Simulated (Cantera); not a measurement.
A closed system holds: 1 mol Ta(OEt)5, 29 mol H2O, 3.3 mol H2, held at 2873 K and 6.80 Pa.

Method: chemical equilibrium by Gibbs-energy minimisation in Cantera with the NASA 1993 tables (ideal gas, pure condensed phases). Candidate condensed phases: C, C6H6, C7H8, C8H18, H2O, Ta, TaC, Ta2O5; 113 gas species. The feed counts by its element totals alone. The numbers say what is thermodynamically allowed, not how fast it happens.

Base state: H 0.724, O 0.181, CO 0.0816, TaO2 0.00451, TaO 0.00365, H2 0.00323, OH 0.00130, O2 0.000432 (mole fractions); condensed: gas only.

### Question
What changes in the equilibrium state with this change: H2 from 3.3 to 120 mol?

### Answer
| species | before | after |
|---|---|---|
| H | 0.724 | 0.900 |
| O | 0.181 | 0.0633 |
| CO | 0.0816 | 0.0282 |
| TaO | 0.00365 | 0.00197 |
| CO2 | 6.84e-5 | 8.26e-6 |
| O2 | 0.000432 | 5.28e-5 |
| TaO2 | 0.00451 | 0.000850 |
